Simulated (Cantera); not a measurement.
A freely propagating, adiabatic, planar premixed flame of 37.1 % H2, 13.2 % O2, 49.7 % N2, equivalence ratio 1.4, unburnt at 723 K and 143 Torr; mixture-averaged transport, grid criteria slope 0.08 and curve 0.16, no radiation.

Computed with Cantera and the H2/O2 subset of GRI-Mech 3.0, which has no nitrogen chemistry. Burning velocities carry a grid error of a few per cent, more on coarse grids.

x: mole fraction of selected species; z is measured from the peak of heat release.

| z (mm) | T (K) | u (m/s) | x H2 | x O2 | x H | x O | x H2O2 | x OH |
|---|---|---|---|---|---|---|---|---|
| -13.3 | 723 | 10.3 | 0.371 | 0.132 | <1e-8 | <1e-8 | <1e-8 | <1e-8 |
| -8.88 | 723 | 10.3 | 0.371 | 0.132 | <1e-8 | <1e-8 | <1e-8 | <1e-8 |
| -6.66 | 723 | 10.3 | 0.371 | 0.132 | <1e-8 | <1e-8 | <1e-8 | <1e-8 |
| -4.44 | 723 | 10.3 | 0.371 | 0.132 | … | … | <1e-8 | <1e-8 |
| -2.22 | 728 | 10.4 | 0.370 | 0.132 | 0.000556 | 1.41e-5 | 1.47e-7 | 1.70e-5 |
| -1.11 | 816 | 11.5 | 0.349 | 0.128 | 0.0116 | 0.000436 | 2.49e-7 | 0.000269 |
| 0 | 1174 | 16.2 | 0.193 | 0.0736 | 0.0901 | 0.00797 | 7.30e-7 | 0.00373 |
| 1.11 | 1436 | 19.6 | 0.0932 | 0.0183 | 0.127 | 0.0114 | 6.97e-7 | 0.00808 |
| 2.22 | 1546 | 20.9 | 0.0911 | … | 0.118 | 0.0111 | … | … |
| 4.44 | 1678 | 22.5 | 0.0971 | 0.0115 | 0.103 | 0.0104 | 3.54e-7 | 0.0122 |
| 8.88 | 1832 | 24.2 | 0.103 | 0.00944 | 0.0852 | 0.00904 | 1.92e-7 | 0.0143 |
| 17.8 | 1994 | 26.0 | 0.108 | 0.00724 | 0.0676 | 0.00715 | 1.01e-7 | 0.0156 |
| 35.5 | 2153 | 27.8 | 0.111 | 0.00508 | 0.0512 | 0.00506 | 5.66e-8 | 0.0156 |

Q: Fill in the missing entries.

A: 
- -4.44, x H: 6.26e-7
- -4.44, x O: 1.44e-8
- 2.22, x O2: 0.0133
- 2.22, x H2O2: 5.52e-7
- 2.22, x OH: 0.0100
